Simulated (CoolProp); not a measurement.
Water at 700.31 K and 0.99 MPa is throttled through a valve to 0.362 MPa with no heat exchange. Each further row changes one setting.

Computed with CoolProp (reference Helmholtz-energy equation of state, Wagner 2002).

| case | temperature change (K) | final density (kg/m³) |
|---|---|---|
| as stated | … | 1.13 |
| outlet pressure 0.109 MPa | … | … |
| outlet pressure 0.471 MPa | … | … |

Some entries are withheld; supply them.


- as stated, temperature change (K): -4.2
- outlet pressure 0.109 MPa, temperature change (K): -5.9
- outlet pressure 0.109 MPa, final density (kg/m³): 0.341
- outlet pressure 0.471 MPa, temperature change (K): -3.5
- outlet pressure 0.471 MPa, final density (kg/m³): 1.47
